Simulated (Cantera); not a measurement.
What does this Cantera script print?

```python
import numpy as np
import cantera as ct

gas = ct.Solution("h2o2.yaml")
gas.TPX = 500, 660000, {'H2': 1, 'O2': 0.333, 'N2': 1.63}
flame = ct.FreeFlame(gas, width=0.011)
flame.set_refine_criteria(ratio=3, slope=0.08, curve=0.16)
flame.transport_model = "mixture-averaged"
flame.solve(loglevel=0, auto=True)
z, T = flame.grid, flame.T
thick = (T[-1] - T[0]) / np.gradient(T, z).max()
show = ['H2', 'O2', 'H2O', 'H', 'HO2', 'H2O2']
print(f"laminar burning velocity  {flame.velocity[0] * 100:.3f} cm/s")
print(f"burnt temperature         {T[-1]:.1f} K")
print(f"thermal thickness         {thick * 1e3:.4f} mm")
print(f"grid points               {len(z)}")
z0 = z[flame.heat_release_rate.argmax()]
print(f"{'z/mm':>9s}{'T/K':>9s}{'u/(m/s)':>9s}" + "".join(f"{s:>11s}" for s in show))
rows = []
for k in (-3, -2, -1.5, -1, -0.5, -0.25, 0, 0.25, 0.5, 1, 2, 4, 8):
    zz = z0 + k * thick
    rows.append([k * thick, np.interp(zz, z, T), np.interp(zz, z, flame.velocity),
                 *(np.interp(zz, z, flame.X[gas.species_index(s)]) for s in show)])
    print(f"{rows[-1][0] * 1e3:9.3f}{rows[-1][1]:9.1f}{rows[-1][2]:9.3f}" + "".join(f"{x:11.3e}" for x in rows[-1][3:]))
```

It prints:

```
laminar burning velocity  472.366 cm/s
burnt temperature         2202.4 K
thermal thickness         0.0387 mm
grid points               114
     z/mm      T/K  u/(m/s)         H2         O2        H2O          H        HO2       H2O2
   -0.116    500.0    4.724  3.375e-01  1.124e-01  2.410e-09  2.016e-14  1.374e-10  6.867e-12
   -0.077    500.0    4.723  3.374e-01  1.124e-01  1.192e-07  1.279e-12  8.720e-09  4.676e-10
   -0.058    500.2    4.723  3.371e-01  1.125e-01  1.482e-06  1.704e-11  1.320e-07  7.330e-09
   -0.039    502.2    4.730  3.352e-01  1.128e-01  3.085e-05  7.509e-10  3.616e-06  2.065e-07
   -0.019    574.5    5.281  3.155e-01  1.143e-01  3.542e-03  3.368e-05  5.469e-04  3.218e-05
   -0.010    876.0    7.796  2.746e-01  1.051e-01  3.278e-02  2.218e-03  8.577e-04  9.675e-05
    0.000   1286.7   11.184  2.145e-01  7.679e-02  9.686e-02  1.270e-02  3.936e-04  3.553e-05
    0.010   1584.1   13.638  1.594e-01  4.052e-02  1.661e-01  2.585e-02  1.794e-04  5.095e-06
    0.019   1749.5   14.995  1.285e-01  1.759e-02  2.087e-01  3.236e-02  7.347e-05  2.529e-06
    0.039   1896.1   16.159  1.127e-01  3.691e-03  2.359e-01  3.103e-02  1.474e-05  1.270e-06
    0.077   2006.5   16.996  1.135e-01  8.223e-04  2.441e-01  2.243e-02  3.568e-06  6.233e-07
    0.155   2088.1   17.594  1.168e-01  3.089e-04  2.482e-01  1.408e-02  1.434e-06  3.084e-07
    0.310   2142.2   17.980  1.193e-01  1.079e-04  2.511e-01  8.104e-03  5.076e-07  1.404e-07
```

Computed with Cantera and the H2/O2 subset of GRI-Mech 3.0, which has no nitrogen chemistry. The hydrogen kinetics of GRI-Mech 3.0 are dated; newer H2 mechanisms differ, most at raised pressure. Burning velocities carry a grid error of a few per cent, more on coarse grids.
